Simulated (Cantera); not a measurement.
Input (Python, Cantera):

```python
import numpy as np
import cantera as ct

gas = ct.Solution("h2o2.yaml")
gas.TPX = 450, 150000, {'H2': 1, 'O2': 0.417, 'N2': 1.57}
flame = ct.FreeFlame(gas, width=0.03)
flame.set_refine_criteria(ratio=3, slope=0.08, curve=0.16)
flame.transport_model = "mixture-averaged"
flame.solve(loglevel=0, auto=True)
flame.transport_model = "multicomponent"
flame.soret_enabled = False
flame.solve(loglevel=0, refine_grid=True)
z, T = flame.grid, flame.T
thick = (T[-1] - T[0]) / np.gradient(T, z).max()
show = ['H2', 'O2', 'H', 'OH', 'HO2', 'H2O2']
print(f"laminar burning velocity  {flame.velocity[0] * 100:.3f} cm/s")
print(f"burnt temperature         {T[-1]:.1f} K")
print(f"thermal thickness         {thick * 1e3:.4f} mm")
print(f"grid points               {len(z)}")
z0 = z[flame.heat_release_rate.argmax()]
print(f"{'z/mm':>9s}{'T/K':>9s}{'u/(m/s)':>9s}" + "".join(f"{s:>11s}" for s in show))
rows = []
for k in (-3, -2, -1.5, -1, -0.5, -0.25, 0, 0.25, 0.5, 1, 2, 4, 8):
    zz = z0 + k * thick
    rows.append([k * thick, np.interp(zz, z, T), np.interp(zz, z, flame.velocity),
                 *(np.interp(zz, z, flame.X[gas.species_index(s)]) for s in show)])
    print(f"{rows[-1][0] * 1e3:9.3f}{rows[-1][1]:9.1f}{rows[-1][2]:9.3f}" + "".join(f"{x:11.3e}" for x in rows[-1][3:]))
```

Output:

```
laminar burning velocity  510.744 cm/s
burnt temperature         2472.3 K
thermal thickness         0.2418 mm
grid points               116
     z/mm      T/K  u/(m/s)         H2         O2          H         OH        HO2       H2O2
   -0.726    450.0    5.107  3.348e-01  1.396e-01  5.941e-16  1.371e-15  1.296e-12  2.332e-14
   -0.484    450.0    5.107  3.348e-01  1.396e-01  4.158e-14  9.389e-14  1.188e-10  2.325e-12
   -0.363    450.0    5.107  3.348e-01  1.396e-01  9.815e-13  2.121e-12  3.545e-09  7.163e-11
   -0.242    450.1    5.107  3.347e-01  1.396e-01  1.246e-10  1.302e-10  1.614e-07  3.376e-09
   -0.121    460.8    5.205  3.310e-01  1.402e-01  8.453e-06  8.686e-06  1.210e-04  3.956e-06
   -0.060    699.6    7.691  2.986e-01  1.356e-01  3.213e-03  1.040e-03  4.026e-04  6.453e-05
    0.000   1190.9   12.599  2.022e-01  1.011e-01  2.893e-02  2.754e-03  1.418e-04  1.151e-05
    0.060   1540.9   16.043  1.065e-01  4.323e-02  5.604e-02  8.141e-03  5.308e-05  3.575e-06
    0.121   1708.7   17.665  7.673e-02  2.053e-02  5.895e-02  1.174e-02  2.320e-05  2.110e-06
    0.242   1872.6   19.177  7.109e-02  1.264e-02  4.893e-02  1.412e-02  1.247e-05  1.118e-06
    0.484   2032.7   20.593  7.105e-02  9.249e-03  3.604e-02  1.474e-02  7.863e-06  5.987e-07
    0.967   2179.0   21.840  6.957e-02  6.207e-03  2.483e-02  1.381e-02  4.674e-06  3.541e-07
    1.935   2299.6   22.835  6.716e-02  3.676e-03  1.622e-02  1.160e-02  2.570e-06  2.286e-07
```

Detailed kinetics in Cantera: the H2/O2 subset of GRI-Mech 3.0, which has no nitrogen chemistry. Burning velocities carry a grid error of a few per cent, more on coarse grids.
